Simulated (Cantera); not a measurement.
# Gas-phase reforming

An isothermal, constant-pressure homogeneous reactor starts with CH₄ : H₂O = 1 : 0.81 (molar parts), at 1525 K and 340000 Pa.

Model: GRI-Mech 3.0 (53 species, 325 reactions), integrated in Cantera.

```tsv
t (s)	x CH₄	x H₂O	x CH₂CO	x CH₂O	x CH₃	x O₂	x CO
1.00e-5	0.552	0.448	<1e-12	3.58e-10	3.56e-5	<1e-12	<1e-12
5.37e-5	0.552	0.447	<1e-12	2.75e-8	0.000112	<1e-12	5.87e-10
0.000289	0.551	0.447	1.98e-11	3.63e-7	0.000147	<1e-12	7.60e-8
0.00155	0.545	0.447	1.46e-8	3.23e-6	0.000220	<1e-12	5.74e-6
0.00833	0.502	0.437	3.61e-6	5.64e-6	0.000219	3.17e-12	0.000140
0.0447	0.362	0.395	2.17e-5	2.54e-6	0.000136	1.13e-12	0.00123
0.240	0.184	0.334	2.91e-5	9.70e-7	7.51e-5	<1e-12	0.00911
1.29	0.165	0.262	1.70e-5	5.66e-7	6.61e-5	<1e-12	0.0450
6.93	0.148	0.151	4.64e-6	2.84e-7	5.34e-5	<1e-12	0.120
37.2	0.104	0.0622	1.15e-6	2.16e-7	3.45e-5	<1e-12	0.187
200	0.0657	0.0152	5.16e-7	2.35e-7	2.07e-5	<1e-12	0.224
```
x: mole fraction; the columns are a selection and need not sum to one.

Equilibrium at this temperature and pressure: CH₄ 0.0507, H₂O 6.20e-5, CH₂CO 3.84e-7, CH₂O 2.49e-7, CH₃ 1.57e-5, O₂ <1e-12, CO 0.235 (gas phase only).
